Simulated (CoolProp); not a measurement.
Vapour-liquid equilibrium of R152A (1) + R227EA (2) at 523 kPa; x and y are mole fractions of (1).

Computed with CoolProp (multi-fluid Helmholtz-energy mixture model, Outcalt 1996 and Lemmon 2016; pair parameters Bell 2016).

Problem. Give the bubble temperature and the first vapour's composition at x = 0.2, 0.5, 0.8. Is there an azeotrope?

Solution. x = 0.2: 28.2 °C, y = 0.236; x = 0.5: 24.8 °C, y = 0.570; x = 0.8: 21.9 °C, y = 0.835. No azeotrope shows between x = 0.05 and 0.95.

Pair parameters are fitted to limited data, so mixtures are less certain than the pure fluids. The gap from Raoult's law changes sign with composition, which may be real or a fault of the pair parameters; it wasn't checked against measurements.
